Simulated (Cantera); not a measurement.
**Hydrocarbon pyrolysis for carbon deposition**

An isothermal, constant-pressure homogeneous reactor starts with 41.7 % CH4, 58.3 % H2, at 1500 K and 0.00320 bar.

Model: GRI-Mech 3.0 (53 species, 325 reactions), integrated in Cantera. GRI-Mech 3.0 stops at C3 and has no aromatics, soot or wall deposition, so with more carbon than oxygen in the feed, carbon stays in small species such as C2H2 where larger ones or solid carbon would form. Radical loss at walls, strong at low pressure, is not modelled.

```
t (s)      x CH4   x H2    x C2H6       x H    x C2H2    x C2H4
--------  ------  -----  --------  --------  --------  --------
4.00e-5    0.417  0.583    <1e-12   2.69e-8    <1e-12    <1e-12
0.000137   0.417  0.583    <1e-12   4.96e-8    <1e-12    <1e-12
0.000466   0.417  0.583    <1e-12   9.42e-8    <1e-12    <1e-12
0.00159    0.417  0.583  1.64e-11   2.44e-7    <1e-12  3.37e-11
0.00543    0.417  0.583  6.84e-10   7.54e-7  1.10e-12   1.66e-9
0.0185     0.417  0.583   2.52e-8   2.50e-6  1.74e-10   7.02e-8
0.0632     0.417  0.583   7.37e-7   8.40e-6   3.01e-8   2.80e-6
0.216      0.416  0.584   1.29e-5   2.82e-5   6.63e-6  0.000106
0.737      0.406  0.589   8.31e-5   7.77e-5   0.00129   0.00230
2.51       0.346  0.628   7.57e-5   9.44e-5    0.0211   0.00369
8.58       0.227  0.705   3.61e-5  0.000114    0.0651   0.00170
29.3      0.0957  0.791   8.39e-6  0.000154     0.113  0.000436
100       0.0225  0.838   7.42e-7  0.000234     0.139  0.000134
```
x: mole fraction; the columns are a selection and need not sum to one.

Equilibrium at this temperature and pressure: CH4 0.000816, H2 0.852, C2H6 2.65e-9, H 0.000289, C2H2 0.147, C2H4 0.000113 (gas phase only).
